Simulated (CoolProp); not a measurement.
Model: reference Helmholtz-energy equation of state, Lemmon 2006, in CoolProp. It is a short technical equation, of lower accuracy than the large ones.

### Question
For CH3F (R41), give the phase and the density (kg/m³), cp (kJ/(kg K)), Joule-Thomson coefficient (K/MPa) at -92.85 °C and 0.902 MPa; -56.85 °C and 19.2 MPa; -88.25 °C and 0.145 MPa.

### Answer
- -92.85 °C and 0.902 MPa: liquid; density 912, cp 2.06, Joule-Thomson coefficient -0.324
- -56.85 °C and 19.2 MPa: liquid; density 864, cp 2.02, Joule-Thomson coefficient -0.297
- -88.25 °C and 0.145 MPa: liquid; density 902, cp 2.06, Joule-Thomson coefficient -0.315
